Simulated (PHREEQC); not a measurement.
0.058 g of hydrous ferric oxide (600 m²/g; 0.2 weak and 0.005 strong sites per Fe, Dzombak-Morel constants, diffuse double layer) in 1 kg of water with 0.001 mol/kgw of an inert sodium salt and 1.1e-06 mol CaCl2, at 25 °C; the pH is set by adding NaOH or the inert anion's acid. Oxygen alone is held at its pressure in air (log pO2 = -0.68). No CO2 enters from the air. No solid was allowed to form.

The numbers come from PHREEQC with the ion-association model, wateq4f.dat.

| pH | Ca sorbed (%) | surface charge σ (C/m²) | surface potential ψ (mV) |
|---|---|---|---|
| 3 | 0.0 | 0.253 | 233 |
| 3.5 | 0.0 | 0.174 | 225 |
| 4.5 | 0.0 | 0.078 | 191 |
| 5 | 0.0 | 0.050 | 169 |
| 5.5 | 0.0 | 0.031 | 145 |
| 6.5 | 0.0 | 0.011 | 92 |
| 7 | 0.1 | 0.006 | 64 |
| 7.5 | 1.4 | 0.003 | 35 |
| 8.5 | 50.4 | -0.002 | -22 |
| 9 | 88.9 | -0.004 | -50 |
| 9.5 | 98.6 | -0.008 | -78 |
| 10.5 | 100.0 | -0.028 | -131 |
| 11 | 100.0 | -0.053 | -154 |

Species that the database lacks are ignored. The oxide is taken as insoluble; below pH 4 it would dissolve.
